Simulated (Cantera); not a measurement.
Input: 1 mol Si3N4, 1.3 mol CO2, 4.3 mol H2, at 101000 Pa.

These are equilibrium values from Cantera (NASA tables, ideal gas, pure condensed phases), not measurements of a reactor. Candidate condensed phases: C, C6H6, C7H8, C8H18, H2O, Si, SiC, SiO2, Si2N2O, Si3N4; 151 gas species. Mutual solubility and eutectic melting of coexisting phases are not modelled. The tables hold silica as quartz up to 1696 K and as liquid above; real silica turns to tridymite and cristobalite and melts near 1996 K. Kinetics and transport are ignored.

log p: log10 of the partial pressure in bar; n: condensed amount in mol.

| T (K) | log p H2 | log p CO | log p N2 | log p CH4 | log p HCN | log p SiO | n C(graphite) | n SiO2(β-quartz) | n Si2N2O(s) |
|---|---|---|---|---|---|---|---|---|---|
| 1175 | -0.08 | -2.30 | -0.77 | -1.88 | -4.68 | ___ | 1.21 | 0.716 | 1.14 |
| 1225 | -0.08 | -1.98 | -0.78 | -2.05 | -4.44 | ___ | 1.20 | 0.697 | 1.15 |
| 1275 | -0.08 | -1.69 | -0.79 | -2.20 | -4.23 | ___ | 1.16 | 0.663 | 1.17 |
| 1325 | -0.09 | -1.43 | -0.81 | -2.35 | -4.03 | ___ | 1.08 | 0.602 | 1.20 |
| 1375 | -0.10 | -1.19 | -0.85 | -2.49 | -3.87 | ___ | 0.936 | 0.502 | 1.25 |
| 1425 | -0.11 | -0.97 | -0.91 | -2.64 | -3.73 | ___ | 0.703 | 0.344 | 1.33 |
| 1475 | -0.12 | -0.79 | -1.01 | -2.79 | -3.62 | ___ | 0.361 | 0.113 | 1.44 |
| 1525 | -0.13 | -0.72 | -1.07 | -2.91 | -3.50 | ___ | 0.192 | 0 | 1.50 |
| 1575 | -0.13 | -0.72 | -1.07 | -3.01 | -3.36 | ___ | 0.192 | 0 | 1.50 |
| 1625 | -0.13 | -0.72 | -1.07 | -3.10 | -3.22 | ___ | 0.192 | 0 | 1.50 |
| 1675 | -0.13 | -0.72 | -1.07 | -3.18 | -3.10 | ___ | 0.192 | 0 | 1.50 |
| 1725 | -0.13 | -0.72 | -1.07 | -3.27 | -2.98 | ___ | 0.191 | 0 | 1.50 |
| 1775 | -0.13 | -0.72 | -1.07 | -3.34 | -2.87 | ___ | 0.191 | 0 | 1.50 |

Q: Complete the blanks.

A: 
- 1175, log p SiO: -10.26
- 1225, log p SiO: -9.33
- 1275, log p SiO: -8.48
- 1325, log p SiO: -7.70
- 1375, log p SiO: -6.96
- 1425, log p SiO: -6.27
- 1475, log p SiO: -5.61
- 1525, log p SiO: -5.07
- 1575, log p SiO: -4.62
- 1625, log p SiO: -4.20
- 1675, log p SiO: -3.81
- 1725, log p SiO: -3.43
- 1775, log p SiO: -3.08
